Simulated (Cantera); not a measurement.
Input: 1 mol B, 0.68 mol NH3, 1.7 mol N2, at 2373 K and 1.00 Torr.

These are equilibrium values from Cantera (NASA tables, ideal gas, pure condensed phases), not measurements of a reactor. Candidate condensed phases: B, BN; 15 gas species. The tables' values for BH2 are old estimates; treat these amounts as uncertain. Kinetics and transport are ignored.

Base state: N2 0.596, H2 0.210, H 0.175, B 0.0180, BH2 0.000577, BN 0.000244, BH 0.000217 (mole fractions); condensed: B(l).

Problem. What changes in the equilibrium state with this change: pressure from 1.00 Torr to 728 Torr?

Solution. 
```json
[
 {"species": "N2", "before": "0.596", "after": "0.599"},
 {"species": "H2", "before": "0.210", "after": "0.392"},
 {"species": "H", "before": "0.175", "after": "0.00888"},
 {"species": "B", "before": "0.0180", "after": "3.76e-6"},
 {"species": "BH2", "before": "0.000577", "after": "0.000164"},
 {"species": "BN", "before": "0.000244", "after": "1.38e-6"},
 {"species": "BH", "before": "0.000217", "after": "1.67e-6"},
 {"species": "B(l), mol", "before": "0.935", "after": "0"},
 {"species": "BN(s), mol", "before": "0", "after": "1.000"}
]
```
